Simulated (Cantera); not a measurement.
A Cantera script and what it prints.

```python
import numpy as np
import cantera as ct

gas_names = [...]  # 47 gases of nasa_gas.yaml made of Cl, H, N, O, Si
cond_names = """
    H2O(s) H2O(L) NH4CL(a) NH4CL(b) Si(cr) Si(L) SiO2(Lqz) SiO2(hqz) SiO2(L) Si2N2O(s) Si3N4(a)
""".split()


# ... load() reads the species with a 1 bar reference pressure and builds the phases ...
atoms = {
    'SiCl4': {'Si': 1, 'CL': 4},
    'N2O': {'N': 2, 'O': 1},
    'H2': {'H': 2},
    'O2': {'O': 2},
}
top_T = {'Si2N2O(s)': 2100, 'Si3N4(a)': 2400}  # K; cautious upper limits of use, not melting points


# ... equilibrate(T, P, feed) seeds the gas with the atoms and calls Mixture.equilibrate('TP', solver="vcs", rtol=1e-11, max_steps=5000) ...
results = []
feed = {'SiCl4': 1, 'N2O': 47, 'H2': 16, 'O2': 0.054}  # mol
P = 13332.2  # Pa
for T in [748, 798, 848, 898, 948, 998, 1048, 1098]:
    mix = equilibrate(T, P, feed)
    results.append((T, P, feed, dict(zip(mix.species_names, mix.species_moles))))

top = {s: max(r[3][s] / sum(r[3][g] for g in gas_names) for r in results) for s in gas_names}
cols = sorted((s for s in top if top[s] > 0.001), key=lambda s: -top[s])[:8]
seen = [c for c in cond_names if any(r[3].get(c, 0) > 1e-12 for r in results)]
print("log10 of partial pressures in bar; condensed amounts in mol")
print(f"{'T/K':>10s}" + "".join(f"{s[:9]:>10s}" for s in cols + seen))
for T, P, feed, n in results:
    ng = sum(n[g] for g in gas_names)
    print(f"{T:10.4g}" + "".join(f"{np.log10(max(n[s] / ng * P / 1e5, 1e-99)):10.3f}" for s in cols)
          + "".join(f"{n.get(c, 0):10.4g}" for c in seen))
```

It prints:

```
log10 of partial pressures in bar; condensed amounts in mol
       T/K        N2        O2       H2O       HCL       CL2 SiO2(Lqz) SiO2(hqz)
       748    -1.108    -1.594    -1.621    -2.278    -3.167         1         0
       798    -1.108    -1.592    -1.626    -2.242    -3.346         1         0
       848    -1.109    -1.591    -1.629    -2.220    -3.525         0         1
       898    -1.109    -1.591    -1.631    -2.206    -3.697         0         1
       948    -1.109    -1.590    -1.632    -2.198    -3.859         0         1
       998    -1.109    -1.590    -1.633    -2.192    -4.011         0         1
      1048    -1.109    -1.590    -1.634    -2.189    -4.151         0         1
      1098    -1.109    -1.590    -1.634    -2.187    -4.281         0         1
```

Equilibrium computed with Cantera from the NASA thermochemical tables; the gas is ideal and each condensed phase is pure.
